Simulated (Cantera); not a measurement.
# Thermodynamics of carbothermic reduction, feed Fe2O3 + CH4 + CO

Input: 1 mol Fe2O3, 1.3 mol CH4, 0.057 mol CO, equilibrated at 2600 K.

Cantera equilibrium calculation (NASA polynomials, part measured and part estimated; ideal gas, pure solids and liquids). Candidate condensed phases: C, C6H6, C7H8, C8H18, Fe, Fe(CO)5, FeO, Fe(OH)2, Fe(OH)3, Fe2O3, Fe3O4, H2O; 114 gas species. Each liquid is taken as pure. Mutual solubility and eutectic melting of coexisting phases are not modelled. The tables' stoichiometric FeO is somewhat more stable than real wüstite, so its field is too wide. FeO: taken at fixed stoichiometry. Rates play no part.

| P (Pa) | log p H | log p H2 | log p CO | log p Fe | log p H2O | log p O | log p OH | log p CO2 | log p FeO | log p O2 | n FeO(l) | n Fe(l) |
|---|---|---|---|---|---|---|---|---|---|---|---|---|
| 10 | -4.32 | -5.80 | -4.87 | -4.70 | -6.97 | -4.82 | -6.12 | -6.84 | -7.09 | -6.37 | 0 | 0 |
| 36 | -3.81 | -4.79 | -4.29 | -4.12 | -5.48 | -4.35 | -5.14 | -5.79 | -6.03 | -5.43 | 0 | 0 |
| 130 | -3.37 | -3.92 | -3.70 | -3.51 | -4.25 | -3.98 | -4.34 | -4.84 | -5.06 | -4.70 | 0 | 0 |
| 460 | -3.02 | -3.21 | -3.11 | -2.91 | -3.32 | -3.76 | -3.76 | -4.03 | -4.24 | -4.26 | 0 | 0 |
| 1700 | -2.70 | -2.56 | -2.52 | -2.31 | -2.56 | -3.65 | -3.33 | -3.32 | -3.53 | -4.04 | 0 | 0 |
| 6000 | -2.40 | -1.97 | -1.95 | -1.74 | -1.93 | -3.62 | -3.00 | -2.72 | -2.93 | -3.97 | 0 | 0 |
| 22000 | -2.01 | -1.19 | -1.30 | -1.27 | -1.45 | -3.91 | -2.91 | -2.37 | -2.76 | -4.56 | 0.632 | 0 |
| 77000 | -1.68 | -0.53 | -0.65 | -1.22 | -0.83 | -3.96 | -2.62 | -1.77 | -2.76 | -4.66 | 0.738 | 0.911 |
| 280000 | -1.38 | 0.07 | -0.06 | -1.22 | -0.24 | -3.96 | -2.32 | -1.18 | -2.76 | -4.66 | 0.742 | 1.17 |
| 1000000 | -1.10 | 0.64 | 0.50 | -1.22 | 0.33 | -3.96 | -2.04 | -0.62 | -2.76 | -4.66 | 0.742 | 1.23 |
log p: log10 of the partial pressure in bar; n: condensed amount in mol.

From 0.000100 bar to 0.0600 bar nothing is condensed. At 0.220 bar the condensed part is FeO(l). From 0.770 bar to 10.0 bar the condensed part is Fe(l) + FeO(l). The main Fe-bearing gas is Fe throughout.
